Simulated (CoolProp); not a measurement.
Computed with CoolProp (reference Helmholtz-energy equation of state, Schmidt 1985).

### Question
For oxygen, give the phase and the cp (kJ/(kg K)), cv (kJ/(kg K)), Prandtl number at 166 K and 40.4 MPa.

### Answer
- 166 K and 40.4 MPa: supercritical; cp 1.58, cv 0.815, Prandtl number 1.30

Viscosity comes from a separate model (Lemmon 2004). Thermal conductivity comes from a separate model (Lemmon 2004).
